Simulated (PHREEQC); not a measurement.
0.072 g of hydrous ferric oxide (600 m²/g; 0.2 weak and 0.005 strong sites per Fe, Dzombak-Morel constants, diffuse double layer) in 1 kg of water with 0.001 mol/kgw of an inert sodium salt and 0.054 mmol/kgw NiCl2, at 25 °C; the pH is set by adding NaOH or the inert anion's acid. O2 is buffered at 0.21 atm. CO2 from the air is kept out. Precipitation was switched off in this run.

All values are PHREEQC results (ion-association model, wateq4f.dat), not measurements.

Predict surface charge σ (C/m²) at pH = 4, 8.5, 9.5, 10.


| pH | surface charge σ (C/m²) |
|---|---|
| 4 | 0.123 |
| 8.5 | 0.002 |
| 9.5 | -0.003 |
| 10 | -0.006 |

Along this series the solution becomes supersaturated in solids that the run did not let form, among them Ni(OH)2. The oxide is taken as insoluble; below pH 4 it would dissolve.
